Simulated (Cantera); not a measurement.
Charge: 1 mol C₃H₈, 0.073 mol NH₃, 0.78 mol O₂, at 1600 K and 19500 Torr.

Cantera equilibrium calculation (NASA polynomials, part measured and part estimated; ideal gas, pure solids and liquids). Rates play no part.

| species | before | after |
|---|---|---|
| H₂ | 0.693 | 0.693 |
| CO | 0.275 | 0.281 |
| CH₄ | 0.0204 | 0.0204 |
| N₂ | 0.00646 | 0.00124 |
| NH₃ | 5.63e-5 | 2.46e-5 |
| HCN | 0.000137 | 6.00e-5 |
| CO₂ | 0.000571 | 0.000596 |
| H₂O | 0.00433 | 0.00442 |
| C₂H₄ | 3.83e-5 | 3.82e-5 |
| C₂H₂ (acetylene) | 1.91e-5 | 1.90e-5 |
| C(graphite), mol | 1.35 | 1.36 |
Gas species are given as mole fractions.

### Question
Name the change that produced these shifts.
A. temperature from 1600 K to 723.15 K
B. temperature from 1600 K to 2398 K
C. NH₃ from 0.073 to 0.014 mol
D. temperature from 1600 K to 2050 K

### Answer
C, NH₃ from 0.073 to 0.014 mol
